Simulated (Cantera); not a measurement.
Mixture: CO : H2 : O2 : N2 = 1 : 1 : 1.64 : 6.16 (molar parts), equivalence ratio 0.61, at 3.10 bar, adiabatic and at constant volume. Ignition delay is the time to a rise of 400 K.

Computed with Cantera and GRI-Mech 3.0 (53 species, 325 reactions). The hydrogen kinetics of GRI-Mech 3.0 are dated; newer H2 mechanisms differ, most at raised pressure. Where the delays flatten at high temperature, the 400 K rule measures the pace of heat release, not the induction time.

Task: Predict: delay at 1125 K; delay at 1225 K; delay at 1325 K; delay at 1425 K; delay at 1525 K.

Result: 
- delay at 1125 K = 49.4 µs
- delay at 1225 K = 19.2 µs
- delay at 1325 K = 11.4 µs
- delay at 1425 K = 8.07 µs
- delay at 1525 K = 6.37 µs
